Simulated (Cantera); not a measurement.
A perfectly stirred reactor is fed with 1.49 % CH₄, 87.9 % H₂, 8.70 % H, 1.93 % N₂, at 100.0 Torr; it is held at 2100 K, and followed from long to short residence time.

Computed with Cantera and GRI-Mech 3.0 (53 species, 325 reactions). GRI-Mech 3.0 stops at C3 and has no aromatics, soot or wall deposition, so with more carbon than oxygen in the feed, carbon stays in small species such as C2H2 where larger ones or solid carbon would form.

**Question.** Predict: x(CH₄) at τ = 9.40 s; x(H₂) at τ = 9.40 s; x(H) at τ = 9.40 s; x(C₂H₂) at τ = 9.40 s; x(CH₄) at τ = 0.160 s; x(H₂) at τ = 0.160 s; x(H) at τ = 0.160 s; x(C₂H₆) at τ = 0.160 s; x(C₂H₂) at τ = 0.160 s.

**Answer.** 
| Property | Result |
|---|---|
| x(CH₄) at τ = 9.40 s | 0.000202 |
| x(H₂) at τ = 9.40 s | 0.964 |
| x(H) at τ = 9.40 s | 0.00855 |
| x(C₂H₂) at τ = 9.40 s | 0.00750 |
| x(CH₄) at τ = 0.160 s | 0.00105 |
| x(H₂) at τ = 0.160 s | 0.961 |
| x(H) at τ = 0.160 s | 0.0104 |
| x(C₂H₆) at τ = 0.160 s | 2.00e-8 |
| x(C₂H₂) at τ = 0.160 s | 0.00701 |
